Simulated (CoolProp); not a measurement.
The fluid at 428.89 K and 1.59 MPa flows at 1.7 m/s in a round tube of 20 mm bore and 15 µm roughness, fully developed (64/Re and Nu = 3.66 if laminar; Colebrook and Gnielinski if turbulent). The same conditions are run with several fluids, on thermodynamics alone (safety and materials aside).

Values from CoolProp's reference Helmholtz-energy equation of state of each fluid (sulfur hexafluoride: Guder 2009; R227EA: Lemmon 2016; ammonia: Gao 2020; R142b: Lemmon 2006; CF4 (R14): Platzer 1990). The equations of Platzer and Polt are older, rougher fits.

| fluid | Reynolds number | Darcy friction factor | pressure drop (Pa/m) | heat-transfer coefficient (W/(m² K)) | mass flow (kg/h) |
|---|---|---|---|---|---|
| sulfur hexafluoride | 108000 | 0.0211 | 105 | 291 | 132 |
| R227EA | 169000 | 0.0203 | 126 | 440 | 166 |
| ammonia | 17900 | 0.0281 | 16.1 | 120 | 15.3 |
| R142b | 113000 | 0.0210 | 77.9 | 286 | 98.6 |
| CF4 (R14) | 56700 | 0.0229 | 65.4 | 184 | 76.1 |

Transport values come from each fluid's own correlations; those of R227EA, R142b, CF4 (R14) are estimates that may be off by 10 % or more.
